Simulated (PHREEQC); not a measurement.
NaOH is added in steps, without added water, to 1 kg of water holding 0.13 mol NH4Cl, 3.7e-05 mol NaF and 0.023 mol KCl, at 20 °C. Oxygen alone is held at its pressure in air (log pO2 = -0.68). The system is closed to CO2. The run lets Halite, Sylvite precipitate or redissolve, and no other solid.

Base run: PHREEQC, ion-association model, phreeqc.dat. Each further column changes one thing. The table gives pH.

```json
[
 {"NaOH added (mol)": "0", "base": "5.28", "NH4Cl from 0.13 to 0.143 mol/kgw": "5.26", "NaF from 3.7e-05 to 5.55e-05 mol/kgw": "5.28", "NaF replaced by Na2SO4 at the same molality": "5.27", "no solid may form": "5.28"},
 {"NaOH added (mol)": "0.05425", "base": "9.42", "NH4Cl from 0.13 to 0.143 mol/kgw": "9.36", "NaF from 3.7e-05 to 5.55e-05 mol/kgw": "9.42", "NaF replaced by Na2SO4 at the same molality": "9.42", "no solid may form": "9.42"},
 {"NaOH added (mol)": "0.1008", "base": "10.10", "NH4Cl from 0.13 to 0.143 mol/kgw": "9.95", "NaF from 3.7e-05 to 5.55e-05 mol/kgw": "10.10", "NaF replaced by Na2SO4 at the same molality": "10.10", "no solid may form": "10.10"},
 {"NaOH added (mol)": "0.155", "base": "12.42", "NH4Cl from 0.13 to 0.143 mol/kgw": "12.12", "NaF from 3.7e-05 to 5.55e-05 mol/kgw": "12.42", "NaF replaced by Na2SO4 at the same molality": "12.42", "no solid may form": "12.42"},
 {"NaOH added (mol)": "0.2092", "base": "12.91", "NH4Cl from 0.13 to 0.143 mol/kgw": "12.83", "NaF from 3.7e-05 to 5.55e-05 mol/kgw": "12.91", "NaF replaced by Na2SO4 at the same molality": "12.91", "no solid may form": "12.91"},
 {"NaOH added (mol)": "0.2557", "base": "13.10", "NH4Cl from 0.13 to 0.143 mol/kgw": "13.05", "NaF from 3.7e-05 to 5.55e-05 mol/kgw": "13.10", "NaF replaced by Na2SO4 at the same molality": "13.10", "no solid may form": "13.10"},
 {"NaOH added (mol)": "0.31", "base": "13.25", "NH4Cl from 0.13 to 0.143 mol/kgw": "13.22", "NaF from 3.7e-05 to 5.55e-05 mol/kgw": "13.25", "NaF replaced by Na2SO4 at the same molality": "13.25", "no solid may form": "13.25"}
]
```
